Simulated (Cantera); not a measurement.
Charge: 1 mol SO2, 1 mol H2O, 40 mol N2, held at 2975 K and 1.00 Torr.

These are equilibrium values from Cantera (NASA tables, ideal gas, pure condensed phases), not measurements of a reactor. Candidate condensed phases: H2O, H2SO4, S; 35 gas species. Equilibrium is a limit: real reactors are often held back by kinetics, nucleation or transport.

Base state: N2 0.871, O 0.0606, H 0.0431, S 0.0204, NO 0.00226, SO 0.00134, O2 0.000454, N 0.000303 (mole fractions); condensed: gas only.

Q: What changes in the equilibrium state with this change: pressure from 1.00 Torr to 0.195 Torr?

A: 
```json
[
 {"species": "N2", "before": "0.871", "after": "0.869"},
 {"species": "O", "before": "0.0606", "after": "0.0637"},
 {"species": "H", "before": "0.0431", "after": "0.0434"},
 {"species": "NO", "before": "0.00226", "after": "0.00105"},
 {"species": "S", "before": "0.0204", "after": "0.0215"},
 {"species": "SO2", "before": "1.84e-5", "after": "8.13e-7"},
 {"species": "H2", "before": "0.000116", "after": "2.29e-5"}
]
```
